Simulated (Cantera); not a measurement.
A perfectly stirred reactor is fed with H2 : O2 : N2 = 0.92 : 1 : 17 (molar parts), at 100.0 Torr; it is held at 873 K, and followed from long to short residence time.

Detailed kinetics in Cantera: GRI-Mech 3.0 (53 species, 325 reactions). Radical loss at walls, strong at low pressure, is not modelled. Below about 950 K walls govern HO2 and H2O2 in real vessels. The temperature is held fixed by assumption; the heat of reaction is taken as removed at once.

```csv
quantity,before,after
x(H2) at τ = 3.30 s,0.000990,0.00109
x(O2) at τ = 3.30 s,0.0297,0.0298
x(H2O) at τ = 3.30 s,0.0488,0.0487
x(N2O) at τ = 3.30 s,2.71e-8,2.87e-8
x(H) at τ = 3.30 s,8.42e-6,6.63e-6
x(H2) at τ = 28.0 ms,0.00921,0.00935
x(O2) at τ = 28.0 ms,0.0338,0.0338
x(H2O) at τ = 28.0 ms,0.0400,0.0399
x(N2O) at τ = 28.0 ms,3.85e-9,4.22e-9
x(H) at τ = 28.0 ms,0.000731,0.000580
```

### Question
What was changed between the two runs?
(A) pressure from 100.0 Torr to 0.230 bar
(B) pressure from 100.0 Torr to 113 Torr
(C) temperature 873 to 1400 K
(D) O2 1 to 2.8 parts

### Answer
B, pressure from 100.0 Torr to 113 Torr
